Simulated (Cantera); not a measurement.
An isothermal, constant-pressure homogeneous reactor starts with NO : N2 = 1 : 19 (molar parts), at 2175 K and 0.0133 bar. Integrator tolerance rtol = 1e-08.

Cantera simulation using GRI-Mech 3.0 (53 species, 325 reactions); the numbers are that mechanism's predictions, not measurements. Radical loss at walls, strong at low pressure, is not modelled.

**Question.** What does this change do: 0.025 parts H2O added?

**Answer.** 
```csv
quantity,before,after
x(NO) at 10.0 s,0.0176 (gas-phase equilibrium 0.00424),0.00901 (gas-phase equilibrium 0.00423)
x(O) at 10.0 s,0.00223 (gas-phase equilibrium 0.00293),0.00264 (gas-phase equilibrium 0.00293)
x(NO2) at 10.0 s,7.19e-7 (gas-phase equilibrium 2.06e-7),4.26e-7 (gas-phase equilibrium 2.04e-7)
x(O2) at 10.0 s,0.0151 (gas-phase equilibrium 0.0214),0.0190 (gas-phase equilibrium 0.0213)
x(N2O) at 10.0 s,1.33e-7 (gas-phase equilibrium 3.03e-8),4.60e-8 (gas-phase equilibrium 3.01e-8)
x(N2) at 10.0 s,0.965 (gas-phase equilibrium 0.971),0.968 (gas-phase equilibrium 0.970)
```

**Question.** What does this change do: pressure from 0.0133 bar to 0.0267 bar?

**Answer.** 
| quantity | before | after |
|---|---|---|
| x(NO) at 10.0 s | 0.0176 (gas-phase equilibrium 0.00424) | 0.00735 (gas-phase equilibrium 0.00428) |
| x(O) at 10.0 s | 0.00223 (gas-phase equilibrium 0.00293) | 0.00198 (gas-phase equilibrium 0.00209) |
| x(NO2) at 10.0 s | 7.19e-7 (gas-phase equilibrium 2.06e-7) | 4.91e-7 (gas-phase equilibrium 2.96e-7) |
| x(O2) at 10.0 s | 0.0151 (gas-phase equilibrium 0.0214) | 0.0203 (gas-phase equilibrium 0.0218) |
| x(N2O) at 10.0 s | 1.33e-7 (gas-phase equilibrium 3.03e-8) | 5.52e-8 (gas-phase equilibrium 4.32e-8) |
| x(N2) at 10.0 s | 0.965 (gas-phase equilibrium 0.971) | 0.970 (gas-phase equilibrium 0.972) |
